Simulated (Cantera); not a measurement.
An isothermal, constant-pressure homogeneous reactor starts with H2 : O2 = 0.0063 : 1 (molar parts), equivalence ratio 0.0032, at 1348 K and 2670 Pa.

Computed with Cantera and the H2/O2 subset of GRI-Mech 3.0, which has no nitrogen chemistry. Radical loss at walls, strong at low pressure, is not modelled.

x: mole fraction; the columns are a selection and need not sum to one.

| t (s) | x H2 | x O2 | x OH | x H | x HO2 |
|---|---|---|---|---|---|
| 1.00e-5 | 0.00626 | 0.994 | 4.51e-10 | 9.30e-10 | 1.38e-9 |
| 3.46e-5 | 0.00626 | 0.994 | 3.23e-9 | 1.66e-9 | 4.76e-9 |
| 0.000119 | 0.00626 | 0.994 | 1.66e-8 | 2.68e-9 | 1.65e-8 |
| 0.000412 | 0.00626 | 0.994 | 1.08e-7 | 9.43e-9 | 5.69e-8 |
| 0.00143 | 0.00625 | 0.994 | 5.29e-6 | 3.96e-7 | 2.08e-7 |
| 0.00492 | … | 0.988 | 0.00101 | 0.000164 | 8.01e-7 |
| 0.0170 | … | 0.988 | 0.000715 | 0.000111 | 6.03e-7 |
| 0.0588 | … | 0.989 | 0.000629 | 7.44e-5 | 5.25e-7 |
| 0.203 | … | 0.992 | 0.000442 | 2.53e-5 | 3.54e-7 |
| 0.702 | … | 0.993 | 0.000219 | 3.01e-6 | 1.47e-7 |
| 2.42 | … | 0.994 | 8.46e-5 | 1.71e-7 | 3.90e-8 |
| 8.38 | … | 0.994 | 3.25e-5 | 9.65e-9 | 1.58e-8 |
| 28.9 | … | 0.994 | 1.75e-5 | 1.50e-9 | 1.82e-8 |
| 100 | … | 0.994 | 1.65e-5 | 1.25e-9 | 1.89e-8 |

Problem. What belongs in the gaps?

Solution. 
- 0.00492, x H2: 0.000130
- 0.0170, x H2: 1.48e-5
- 0.0588, x H2: 1.15e-5
- 0.203, x H2: 5.65e-6
- 0.702, x H2: 1.38e-6
- 2.42, x H2: 2.05e-7
- 8.38, x H2: 3.01e-8
- 28.9, x H2: 8.66e-9
- 100, x H2: 7.66e-9
